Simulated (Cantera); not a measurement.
A closed system holds: 1 mol Al(CH3)3, 14 mol H2O, 1.3 mol N2, equilibrated at 0.00570 bar.

These are equilibrium values from Cantera (NASA tables, ideal gas, pure condensed phases), not measurements of a reactor. Candidate condensed phases: Al, AlN, Al2O3, C, C6H6, C7H8, C8H18, H2O; 148 gas species. The feed counts by its element totals alone. Rates play no part.

### Question
At 1773 K, list the 5 most abundant gas species with their mole fractions, and the condensed phases.

### Answer
H2 0.419, H2O 0.390, CO 0.105, N2 0.0569, CO2 0.0263. Condensed: Al2O3(s).
